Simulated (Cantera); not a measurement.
Cantera run, input and output.

```python
import numpy as np
import cantera as ct

surf = ct.Interface("ptcombust.yaml", "Pt_surf")
gas = surf.adjacent["gas"]
gas.TPX = 450, 100000, {'H2': 0.0089, 'O2': 0.14, 'N2': 0.79}
surf.TP = 450, 100000
reactor = ct.FlowReactor(gas, clone=False)
reactor.area = 0.0001  # m2
reactor.surface_area_to_volume_ratio = 1100  # 1/m
reactor.mass_flow_rate = 0.089 * reactor.area * gas.density  # inlet velocity 0.089 m/s
reactor.energy_enabled = False
wall = ct.ReactorSurface(surf, reactor, clone=False)
net = ct.ReactorNet([reactor])
net.rtol, net.atol = 1e-8, 1e-16
show, cover = ['H2', 'O2', 'H2O'], ['PT(S)', 'H(S)', 'O(S)', 'OH(S)', 'CO(S)', 'C(S)']

rows = []
print(f"{'z/m':>9s}{'u/(m/s)':>9s}" + "".join(f"{s:>13s}" for s in show + cover))
for z in [0.00012, 0.00026, 0.00055, 0.0012, 0.0026, 0.0055, 0.012]:
    net.advance(z)
    rows.append([reactor.speed, *gas[show].X, *surf[cover].coverages])
    print(f"{z:9.4g}{rows[-1][0]:9.3g}" + "".join(f"{x:13.4e}" for x in rows[-1][1:]))
```

Output:

```
      z/m  u/(m/s)           H2           O2          H2O        PT(S)         H(S)         O(S)        OH(S)        CO(S)         C(S)
  0.00012   0.0887   2.1768e-03   1.4599e-01   7.3372e-03   2.0401e-02   5.1018e-09   9.4686e-01   3.2641e-02  -8.2748e-26  -1.5173e-31
  0.00026   0.0886   1.1409e-03   1.4555e-01   8.3780e-03   1.0725e-02   1.3850e-09   9.6434e-01   2.4879e-02   3.7133e-26   1.0098e-31
  0.00055   0.0886   5.7367e-04   1.4530e-01   8.9479e-03   5.4019e-03   3.4778e-10   9.7642e-01   1.8146e-02  -1.0466e-24  -1.5204e-29
   0.0012   0.0886   2.7109e-04   1.4517e-01   9.2519e-03   2.5550e-03   7.7453e-11   9.8476e-01   1.2671e-02  -2.6055e-24  -3.3068e-29
   0.0026   0.0886   1.2686e-04   1.4511e-01   9.3969e-03   1.1962e-03   1.6983e-11   9.9006e-01   8.7380e-03  -6.8026e-28  -9.2445e-33
   0.0055   0.0886   6.0337e-05   1.4508e-01   9.4637e-03   5.6904e-04   3.8613e-12   9.9338e-01   6.0512e-03  -6.9669e-27   3.7146e-33
    0.012   0.0886   2.7733e-05   1.4507e-01   9.4965e-03   2.6161e-04   8.2386e-13   9.9562e-01   4.1123e-03  -2.3750e-27   4.6894e-32
```

Detailed kinetics in Cantera: Deutschmann's 1995 Pt surface mechanism with GRI-Mech 3.0 gas chemistry. Catalytic surfaces can have several steady states; this one follows from the mechanism file's or the stated starting coverage. Mass transfer to the wall is taken as infinitely fast.
